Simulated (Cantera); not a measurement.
An isothermal, constant-pressure homogeneous reactor starts with C₃H₈ : H₂ = 1 : 2.2 (molar parts), at 1525 K and 41.3 Torr. Integrator tolerance rtol = 1e-08.

Cantera simulation using GRI-Mech 3.0 (53 species, 325 reactions); the numbers are that mechanism's predictions, not measurements. GRI-Mech 3.0 was tuned for natural gas; its chemistry of propane as a main component is partial and can be far from experiment. GRI-Mech 3.0 stops at C3 and has no aromatics, soot or wall deposition, so with more carbon than oxygen in the feed, carbon stays in small species such as C2H2 where larger ones or solid carbon would form.

Problem. What does this change do: temperature 1525 to 1675 K?

Solution. 
| quantity | before | after |
|---|---|---|
| x(C₃H₈) at 2.00 s | 3.73e-9 (gas-phase equilibrium 9.38e-11) | 2.55e-11 (gas-phase equilibrium 3.70e-12) |
| x(H₂) at 2.00 s | 0.676 (gas-phase equilibrium 0.749) | 0.751 (gas-phase equilibrium 0.755) |
| x(C₂H₂) at 2.00 s | 0.212 (gas-phase equilibrium 0.237) | 0.239 (gas-phase equilibrium 0.241) |
| x(C₂H) at 2.00 s | 3.99e-8 (gas-phase equilibrium 6.10e-8) | 6.66e-7 (gas-phase equilibrium 6.83e-7) |
| x(H) at 2.00 s | 5.81e-5 (gas-phase equilibrium 8.79e-5) | 0.000423 (gas-phase equilibrium 0.000433) |
| x(C₂H₄) at 2.00 s | 0.00208 (gas-phase equilibrium 0.00216) | 0.000588 (gas-phase equilibrium 0.000589) |
| x(C₂H₆) at 2.00 s | 1.89e-5 (gas-phase equilibrium 6.35e-7) | 3.92e-7 (gas-phase equilibrium 6.41e-8) |

Problem. What does this change do: H2 2.2 to 0.91 parts?

Solution. 
```tsv
quantity	before	after
x(C₃H₈) at 2.00 s	3.73e-9 (gas-phase equilibrium 9.38e-11)	4.87e-9 (gas-phase equilibrium 1.07e-10)
x(H₂) at 2.00 s	0.676 (gas-phase equilibrium 0.749)	0.601 (gas-phase equilibrium 0.685)
x(C₂H₂) at 2.00 s	0.212 (gas-phase equilibrium 0.237)	0.281 (gas-phase equilibrium 0.302)
x(C₂H) at 2.00 s	3.99e-8 (gas-phase equilibrium 6.10e-8)	5.43e-8 (gas-phase equilibrium 8.11e-8)
x(H) at 2.00 s	5.81e-5 (gas-phase equilibrium 8.79e-5)	5.29e-5 (gas-phase equilibrium 8.40e-5)
x(C₂H₄) at 2.00 s	0.00208 (gas-phase equilibrium 0.00216)	0.00246 (gas-phase equilibrium 0.00250)
x(C₂H₆) at 2.00 s	1.89e-5 (gas-phase equilibrium 6.35e-7)	2.26e-5 (gas-phase equilibrium 6.75e-7)
```
